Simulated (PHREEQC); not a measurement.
PHREEQC input (ion-association model, wateq4f.dat):

```
SOLUTION_MASTER_SPECIES
  An  An-  0  An  62.0  # stands for a non-complexing anion
SOLUTION_SPECIES
  An- = An-
    -log_k 0
    -gamma 3.0 0
PHASES
  Fix_H+
    H+ = H+
    -log_k 0
SOLUTION 1
  temp 25
  units mmol/kgw
  pH 7 charge
  Na 10
  An 10
END
SELECTED_OUTPUT 1
  -reset false
  -pH true
  -pe true
  -ionic_strength true
  -water true
  -totals Na
  -molalities Hfo_wOH Hfo_wOH2+ Hfo_wO- Hfo_sOH Hfo_sOH2+ Hfo_sO-
USER_PUNCH 1
  -headings sigma psi
  10 PUNCH EDL("sigma", "Hfo"), EDL("psi", "Hfo")
PRINT
  -reset false
USE solution 1
SURFACE 1
  Hfo_wOH 0.000966292 600 0.43
  Hfo_sOH 2.41573e-05
EQUILIBRIUM_PHASES 1
  Fix_H+ -3 HAn 10
    -force_equality true
  O2(g) -0.68 10
END
# ... the last block is repeated for the other 16 points of pH, with NaOH or the acid as the point needs
```

Selected output (columns that matter, 16 of 17 rows; pH added in front):

```
pH	mu	Na	m_Hfo_wOH	m_Hfo_wOH2+	m_Hfo_wO-	m_Hfo_sOH	m_Hfo_sOH2+	m_Hfo_sO-	sigma	psi
3	0.011536	0.01	0.0001164	0.00084952	3.6538e-07	2.9101e-06	2.1238e-05	9.1345e-09	0.32553	0.20271
3.38	0.010844	0.01	0.00020888	0.00075609	1.322e-06	5.222e-06	1.8902e-05	3.3049e-08	0.28934	0.19825
3.75	0.010525	0.01	0.00031502	0.00064776	3.5096e-06	7.8755e-06	1.6194e-05	8.774e-08	0.24698	0.19089
4.12	0.010355	0.01	0.00042135	0.00053737	7.5685e-06	1.0534e-05	1.3434e-05	1.8921e-07	0.2031	0.18128
4.5	0.01025	0.01	0.00051817	0.00043395	1.4174e-05	1.2954e-05	1.0849e-05	3.5435e-07	0.16092	0.1696
4.88	0.01018	0.01	0.00059582	0.00034703	2.3435e-05	1.4896e-05	8.6758e-06	5.8587e-07	0.12405	0.15645
5.25	0.010132	0.01	0.00065165	0.00027989	3.4757e-05	1.6291e-05	6.9971e-06	8.6893e-07	0.093971	0.14239
5.62	0.010096	0.01	0.00068979	0.00022887	4.7626e-05	1.7245e-05	5.7218e-06	1.1906e-06	0.069482	0.12713
6.38	0.010046	0.01	0.0007283	0.00016382	7.4174e-05	1.8207e-05	4.0955e-06	1.8544e-06	0.034366	0.092162
6.75	0.010031	0.01	0.00073556	0.00014561	8.5126e-05	1.8389e-05	3.6401e-06	2.1281e-06	0.023185	0.073557
7.12	0.01002	0.01	0.00073922	0.00013284	9.4236e-05	1.848e-05	3.321e-06	2.3559e-06	0.014799	0.054154
7.5	0.010011	0.01	0.00074096	0.00012341	0.00010191	1.8524e-05	3.0853e-06	2.5478e-06	0.0082422	0.033626
7.88	0.010004	0.01	0.00074165	0.00011615	0.00010849	1.8541e-05	2.9037e-06	2.7122e-06	0.0029369	0.012729
8.25	0.010004	0.010007	0.00074172	0.00010997	0.00011461	1.8543e-05	2.7492e-06	2.8651e-06	-0.001777	-0.0077515
8.62	0.010014	0.010023	0.00074122	0.00010372	0.00012135	1.8531e-05	2.593e-06	3.0338e-06	-0.0067591	-0.028153
9	0.010028	0.010046	0.00073982	9.6394e-05	0.00013008	1.8495e-05	2.4099e-06	3.2519e-06	-0.012913	-0.048799
```

The oxide is taken as insoluble; below pH 4 it would dissolve.
